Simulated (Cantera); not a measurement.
Feed: 1 mol SiHCl3, 6.3 mol H2, at 9.90 mbar.

Equilibrium computed with Cantera from the NASA thermochemical tables; the gas is ideal and each condensed phase is pure. Candidate condensed phases: Si; 19 gas species. Gases not in the tables: Si2H6 and higher silanes. Kinetics and transport are ignored.

Task: Which condensed phases are stable at each of these points (T (K)): 1000, 1100, 1200, 1300, 1400, 1500, 1600, 1700?

Result: 
```
T (K)  condensed phases  Si condensed (%)
-----  ----------------  ----------------
1000              Si(s)              27.3
1100              Si(s)              30.1
1200              Si(s)              28.9
1300              Si(s)              22.7
1400              Si(s)              17.6
1500              Si(s)              14.7
1600              Si(s)              12.8
1700              Si(l)              11.8
```

From 1000 K to 1600 K the condensed part is Si(s). At 1700 K the condensed part is Si(l).
